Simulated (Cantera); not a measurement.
Feed: 1 mol SiHCl₃, 130 mol N₂, at 948.15 K and 13.3 mbar.

Equilibrium computed with Cantera from the NASA thermochemical tables; the gas is ideal and each condensed phase is pure. Candidate condensed phases: NH₄Cl, Si, Si₃N₄; 28 gas species. N₂ is the only nitrogen source here; it is nearly inert below about 1500 K, so the nitride shown seldom forms there in practice. Rates play no part.

Base state: N₂ 0.989, HCl 0.00714, SiCl₄ 0.00393, H₂ 0.000243 (mole fractions); condensed: Si₃N₄(s).

**Question.** What changes in the equilibrium state with this change: SiHCl₃ replaced by Si₂Cl₆?

**Answer.** 
```csv
species,before,after
N₂,0.989,0.989
SiCl₄,0.00393,0.0114
HCl,0.00714,0
H₂,0.000243,0
"Si₃N₄(s), mol",0.161,0.167
```
The feed counts by its element totals alone.
